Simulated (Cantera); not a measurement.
An isothermal, constant-pressure homogeneous reactor starts with 18.2 % NO, 81.8 % N₂, at 2073 K and 0.0410 bar.

Model: GRI-Mech 3.0 (53 species, 325 reactions), integrated in Cantera. Radical loss at walls, strong at low pressure, is not modelled.

x: mole fraction; the columns are a selection and need not sum to one.

| t (s) | x NO | x O₂ | x N₂ | x NO₂ | x O | x N₂O |
|---|---|---|---|---|---|---|
| 0.000600 | 0.182 | 7.71e-9 | 0.818 | 9.13e-9 | 1.64e-6 | 1.50e-6 |
| 0.00173 | 0.182 | 6.77e-8 | 0.818 | 5.79e-8 | 5.07e-6 | 3.97e-6 |
| 0.00501 | 0.182 | 6.40e-7 | 0.818 | 2.86e-7 | 1.70e-5 | 9.00e-6 |
| 0.0145 | 0.182 | 6.62e-6 | 0.818 | 1.13e-6 | 5.92e-5 | 1.45e-5 |
| 0.0418 | 0.181 | 6.77e-5 | 0.818 | 3.29e-6 | 0.000179 | 1.55e-5 |
| 0.121 | 0.180 | ___ | 0.819 | ___ | ___ | 1.45e-5 |
| 0.348 | 0.176 | 0.00252 | 0.821 | 7.95e-6 | 0.000470 | 1.34e-5 |
| 1.01 | 0.162 | 0.00931 | 0.828 | 1.13e-5 | 0.000664 | 1.08e-5 |
| 2.91 | ___ | ___ | 0.850 | ___ | ___ | ___ |
| 8.39 | 0.0365 | 0.0718 | 0.890 | 6.60e-6 | 0.00154 | 5.05e-7 |
| 24.2 | 0.00737 | 0.0863 | 0.905 | 1.46e-6 | 0.00168 | 8.21e-8 |
| 70.0 | 0.00643 | 0.0868 | 0.905 | 1.28e-6 | 0.00168 | 7.81e-8 |

Task: What belongs in the gaps?

Result: 
- 0.121, x O₂: 0.000530
- 0.121, x NO₂: 6.00e-6
- 0.121, x O: 0.000358
- 2.91, x NO: 0.118
- 2.91, x O₂: 0.0315
- 2.91, x NO₂: 1.41e-5
- 2.91, x O: 0.00106
- 2.91, x N₂O: 5.19e-6
